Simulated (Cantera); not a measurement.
A perfectly stirred reactor is fed with NH3 : N2 = 1 : 0.63 (molar parts), at 1600 Pa; it is held at 2350 K, and followed from long to short residence time.

Cantera simulation using the gas-phase N/H chemistry of the illustrative SiF4/NH3 mechanism in the Surface Chemkin manual (1991); the numbers are that mechanism's predictions, not measurements. Walls and surfaces, which speed up NH3 decomposition in real reactors, are not modelled.

Problem. What does this change do: temperature 2350 to 1348 K?

Solution. 
```csv
quantity,before,after
x(NH3) at τ = 19.0 s,4.42e-5,0.612
x(N2H4) at τ = 19.0 s,<1e-12,4.57e-9
x(N2H2) at τ = 19.0 s,2.56e-9,1.90e-7
x(NH2) at τ = 19.0 s,1.17e-5,1.45e-5
x(NH) at τ = 19.0 s,2.00e-5,1.63e-8
x(NH3) at τ = 0.120 s,0.184,0.613
x(N2H4) at τ = 0.120 s,2.35e-9,7.76e-12
x(N2H2) at τ = 0.120 s,5.49e-6,3.17e-10
x(NH2) at τ = 0.120 s,0.00187,6.02e-7
x(NH) at τ = 0.120 s,0.000104,4.42e-11
```

Problem. What does this change do: pressure from 1600 Pa to 54000 Pa?

Solution. 
| quantity | before | after |
|---|---|---|
| x(NH3) at τ = 19.0 s | 4.42e-5 | 0.000102 |
| x(N2H4) at τ = 19.0 s | <1e-12 | 1.24e-12 |
| x(N2H2) at τ = 19.0 s | 2.56e-9 | 4.54e-10 |
| x(NH2) at τ = 19.0 s | 1.17e-5 | 7.41e-6 |
| x(NH) at τ = 19.0 s | 2.00e-5 | 3.46e-6 |
| x(NH3) at τ = 0.120 s | 0.184 | 0.00752 |
| x(N2H4) at τ = 0.120 s | 2.35e-9 | 9.16e-10 |
| x(N2H2) at τ = 0.120 s | 5.49e-6 | 1.47e-7 |
| x(NH2) at τ = 0.120 s | 0.00187 | 0.000201 |
| x(NH) at τ = 0.120 s | 0.000104 | 3.41e-5 |
